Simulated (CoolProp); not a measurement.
Properties of nitrogen at several states (Tc = 126.2 K, pc = 3.396 MPa, ω = 0.037).

Values from CoolProp's reference Helmholtz-energy equation of state, Span 2000.

| T (K) | p (MPa) | phase | cp (kJ/(kg K)) | cv (kJ/(kg K)) | isothermal compressibility (1/MPa) | Prandtl number | fugacity coefficient |
|---|---|---|---|---|---|---|---|
| 662.2 | 14.9 | supercritical | 1.122 | 0.7998 | 0.06272 | 0.714 | 1.067 |
| 780.2 | 5.67 | supercritical | 1.127 | 0.8229 | 0.1724 | 0.724 | 1.023 |
| 264.4 | 1.14 | gas | 1.065 | 0.7464 | 0.8822 | 0.733 | 0.9937 |
| 684.1 | 8.25 | supercritical | 1.112 | 0.8014 | 0.1169 | 0.716 | 1.036 |
| 323.9 | 0.207 | gas | 1.043 | 0.7439 | 4.831 | 0.715 | 1.0000 |
| 601.5 | 8.51 | supercritical | 1.100 | 0.7835 | 0.1130 | 0.712 | 1.038 |

Viscosity comes from a separate model (Lemmon 2004). Thermal conductivity comes from a separate model (Lemmon 2004).
